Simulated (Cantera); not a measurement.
Cantera run:

```python
import numpy as np
import cantera as ct

gas_names = """
    C CN CO CO2 C2 CCN CNC C2N2 C2O C3 C3O2 C4 C4N2 C5 Fe FeC5O5 FeO N NCO NO NO2 NO3 N2 N2O O O2 O3
""".split()
cond_names = """
    C(gr) Fe(a) Fe(c) Fe(d) Fe(L) FeC5O5(L) FeO(s) FeO(L) Fe2O3(s) Fe3O4(s)
""".split()


# ... load() reads the species with a 1 bar reference pressure and builds the phases ...
atoms = {
    'Fe2O3': {'Fe': 2, 'O': 3},
    'CO': {'C': 1, 'O': 1},
    'N2': {'N': 2},
}
top_T = {'C(gr)': 4500, 'Fe2O3(s)': 1830, 'Fe3O4(s)': 1870}  # K; cautious upper limits of use, not melting points


# ... equilibrate(T, P, feed) seeds the gas with the atoms and calls Mixture.equilibrate('TP', solver="vcs", rtol=1e-11, max_steps=5000) ...
results = []
feed = {'Fe2O3': 1, 'CO': 1.9, 'N2': 3}  # mol
T = 1723.15  # K
P = 44000  # Pa
mix = equilibrate(T, P, feed)
results.append((T, P, feed, dict(zip(mix.species_names, mix.species_moles))))
print(gas.report(threshold=1e-06))
for i in range(1, mix.n_phases):
    print(f"{mix.phase(i).name:16s} {mix.phase_moles(i):12.5e} mol")
```

It prints:

```
       temperature   1723.2 K
          pressure   44000 Pa
           density   0.096057 kg/m^3
  mean mol. weight   31.278 kg/kmol
   phase of matter   gas

                          1 kg             1 kmol
                     ---------------   ---------------
          enthalpy       -1.5502e+06       -4.8487e+07  J
   internal energy       -2.0083e+06       -6.2814e+07  J
           entropy            8743.3        2.7347e+05  J/K
    Gibbs function       -1.6616e+07       -5.1972e+08  J
 heat capacity c_p            1290.4             40361  J/K
 heat capacity c_v            1024.6             32046  J/K

                      mass frac. Y      mole frac. X     chem. pot. / RT
                     ---------------   ---------------   ---------------
                CO           0.16448           0.18367           -37.436
               CO2           0.28715           0.20408           -60.774
                Fe        4.4313e-06        2.4819e-06           -9.1467
                N2           0.54836           0.61224           -27.761
     [  +23 minor]        1.1101e-06        1.0375e-06

C(gr)             0.00000e+00 mol
Fe(d)             0.00000e+00 mol
FeC5O5(L)         0.00000e+00 mol
FeO(L)            1.99999e+00 mol
Fe2O3(s)          0.00000e+00 mol
Fe3O4(s)          0.00000e+00 mol
```

These are equilibrium values from Cantera (NASA tables, ideal gas, pure condensed phases), not measurements of a reactor. The tables' stoichiometric FeO is somewhat more stable than real wüstite, so its field is too wide. FeO: taken at fixed stoichiometry.
